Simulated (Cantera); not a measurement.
## Equilibrium for chlorosilane synthesis and conversion: SiCl4 + H2

Feed: 1 mol SiCl4, 7.4 mol H2, equilibrated at 1427 °C and 1.00 bar.

These are equilibrium values from Cantera (NASA tables, ideal gas, pure condensed phases), not measurements of a reactor. Candidate condensed phases: Si; 19 gas species. The tables' values for SiCl3, SiCl are old estimates; treat these amounts as uncertain. The numbers say what is thermodynamically allowed, not how fast it happens.

The x(H2) is 0.705 and the x(HCl) is 0.187. The x(SiCl2) is 0.0835 and the x(SiCl3) is 0.0150. The x(SiCl4) is 0.00529 and the x(SiHCl3) comes out as 0.00386. The x(SiH2Cl2) is 0.000490 and the x(H) comes out as 0.000124. The x(Cl) comes out as 2.55e-5, the gas amount comes out as 9.242 mol and the log10 activity of Si(l) (absent) is -0.33.
